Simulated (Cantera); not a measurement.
An adiabatic, constant-volume homogeneous reactor starts with CH₄ : CO : O₂ : N₂ : H₂O = 1 : 0.19 : 1.5 : 16.5 : 1.4 (molar parts), at 1175 K and 0.424 atm. Integrator tolerance rtol = 1e-08.

Cantera simulation using GRI-Mech 3.0 (53 species, 325 reactions); the numbers are that mechanism's predictions, not measurements.

Task: What does this change do: pressure from 0.424 atm to 7.90 atm?

Result: 
```csv
quantity,before,after
time of steepest temperature rise,0.614 s,35.5 ms
temperature at 0.800 s,2057 K,2061 K
equilibrium temperature,2057 K,2061 K
x(CH₄) at 0.800 s,<1e-12 (gas-phase equilibrium <1e-12),2.87e-11 (gas-phase equilibrium 3.20e-11)
x(CO) at 0.800 s,0.0283 (gas-phase equilibrium 0.0283),0.0284 (gas-phase equilibrium 0.0284)
x(O₂) at 0.800 s,5.68e-6 (gas-phase equilibrium 5.66e-6),3.25e-7 (gas-phase equilibrium 3.25e-7)
x(CO₂) at 0.800 s,0.0281 (gas-phase equilibrium 0.0281),0.0281 (gas-phase equilibrium 0.0281)
x(OH) at 0.800 s,0.000239 (gas-phase equilibrium 0.000238),5.74e-5 (gas-phase equilibrium 5.74e-5)
x(H₂O) at 0.800 s,0.133 (gas-phase equilibrium 0.133),0.133 (gas-phase equilibrium 0.133)
```

Task: What does this change do: pressure from 0.424 atm to 1.00 atm?

Result: 
| quantity | before | after |
|---|---|---|
| time of steepest temperature rise | 0.614 s | 0.302 s |
| temperature at 0.800 s | 2057 K | 2059 K |
| equilibrium temperature | 2057 K | 2059 K |
| x(CH₄) at 0.800 s | <1e-12 (gas-phase equilibrium <1e-12) | <1e-12 (gas-phase equilibrium <1e-12) |
| x(CO) at 0.800 s | 0.0283 (gas-phase equilibrium 0.0283) | 0.0283 (gas-phase equilibrium 0.0283) |
| x(O₂) at 0.800 s | 5.68e-6 (gas-phase equilibrium 5.66e-6) | 2.48e-6 (gas-phase equilibrium 2.48e-6) |
| x(CO₂) at 0.800 s | 0.0281 (gas-phase equilibrium 0.0281) | 0.0281 (gas-phase equilibrium 0.0281) |
| x(OH) at 0.800 s | 0.000239 (gas-phase equilibrium 0.000238) | 0.000158 (gas-phase equilibrium 0.000158) |
| x(H₂O) at 0.800 s | 0.133 (gas-phase equilibrium 0.133) | 0.133 (gas-phase equilibrium 0.133) |
